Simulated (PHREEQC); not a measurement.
Solution (25 °C): 16 mmol/kgw NaHSO4, 1.3 mmol/kgw Na2CO3 and 25 mmol/kgw FeCl2. Closed to the air; pH follows from the charge balance.

All values are PHREEQC results (ion-association model, wateq4f.dat), not measurements.

This is a speciation only: nothing precipitates in the calculation.

### Question
Order these Fe species by the share of Fe that they hold, largest first: FeHSO4+, Fe+2, FeCl+, FeSO4.

### Answer
Fe+2 (80 %), FeSO4 (17 %), FeCl+ (2.1 %), FeHSO4+ (1.2 %)

The pH is 2.08 and the ionic strength 0.0969 mol/kgw.
